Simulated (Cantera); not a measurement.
Feed: 1 mol SiCl4, 0.8 mol Cl2, 0.32 mol H2, at 1148 K and 57000 Pa.

Equilibrium computed with Cantera from the NASA thermochemical tables; the gas is ideal and each condensed phase is pure. Candidate condensed phases: Si; 19 gas species. Kinetics and transport are ignored.

Task: What is the equilibrium state?

Result: 
| Property | Result |
|---|---|
| x(SiCl4) | 0.471 |
| x(HCl) | 0.302 |
| x(Cl2) | 0.225 |
| x(Cl) | 0.00169 |
| gas amount | 2.122 mol |
| log10 activity of Si(s) (absent) | -22.08 |
